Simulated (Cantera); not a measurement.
SiHCl₃ + N₂ + H₂ (silicon nitride deposition)

Feed: 1 mol SiHCl₃, 84 mol N₂, 73 mol H₂, at 1050 K and 1000 Pa.

Cantera equilibrium calculation (NASA polynomials, part measured and part estimated; ideal gas, pure solids and liquids). Candidate condensed phases: NH₄Cl, Si, Si₃N₄; 28 gas species. N₂ is the only nitrogen source here; it is nearly inert below about 1500 K, so the nitride shown seldom forms there in practice. The numbers say what is thermodynamically allowed, not how fast it happens.

| Item | Result |
|---|---|
| x(N₂) | 0.526 |
| x(H₂) | 0.455 |
| x(HCl) | 0.0189 |
| n(Si₃N₄(s)) | 0.333 mol |
| gas amount | 158.3 mol |
| log10 activity of Si(s) (absent) | -5.05 |
